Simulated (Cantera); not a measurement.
Input (Python, Cantera) and output of one run.

```python
import numpy as np
import cantera as ct

gas_names = [...]  # 47 gases of nasa_gas.yaml made of H, N, O
cond_names = """
    H2O(s) H2O(L)
""".split()


# ... load() reads the species with a 1 bar reference pressure and builds the phases ...
atoms = {
    'N2O': {'N': 2, 'O': 1},
    'O2': {'O': 2},
    'H2': {'H': 2},
}
top_T = {}  # K; cautious upper limits of use, not melting points


# ... equilibrate(T, P, feed) seeds the gas with the atoms and calls Mixture.equilibrate('TP', solver="vcs", rtol=1e-11, max_steps=5000) ...
results = []
feed = {'N2O': 1, 'O2': 2.7, 'H2': 0.41}  # mol
P = 22  # Pa
for T in [3000, 3500, 4000, 4500, 5000]:
    mix = equilibrate(T, P, feed)
    results.append((T, P, feed, dict(zip(mix.species_names, mix.species_moles))))

top = {s: max(r[3][s] / sum(r[3][g] for g in gas_names) for r in results) for s in gas_names}
cols = sorted((s for s in top if top[s] > 0.0001), key=lambda s: -top[s])[:6]
seen = [c for c in cond_names if any(r[3].get(c, 0) > 1e-12 for r in results)]
print("log10 of partial pressures in bar; condensed amounts in mol")
print(f"{'T/K':>10s}" + "".join(f"{s[:9]:>10s}" for s in cols + seen))
for T, P, feed, n in results:
    ng = sum(n[g] for g in gas_names)
    print(f"{T:10.4g}" + "".join(f"{np.log10(max(n[s] / ng * P / 1e5, 1e-99)):10.3f}" for s in cols)
          + "".join(f"{n.get(c, 0):10.4g}" for c in seen))
```

Output:

```
log10 of partial pressures in bar; condensed amounts in mol
       T/K         O         N        N2         H        O2        NO
      3000    -3.775    -7.143    -4.575    -4.659    -5.657    -6.046
      3500    -3.768    -5.947    -4.585    -4.660    -6.922    -6.459
      4000    -3.775    -5.079    -4.657    -4.667    -7.895    -6.813
      4500    -3.796    -4.537    -4.982    -4.688    -8.685    -7.241
      5000    -3.813    -4.352    -5.745    -4.705    -9.316    -7.836
```

Method: chemical equilibrium by Gibbs-energy minimisation in Cantera with the NASA 1993 tables (ideal gas, pure condensed phases).
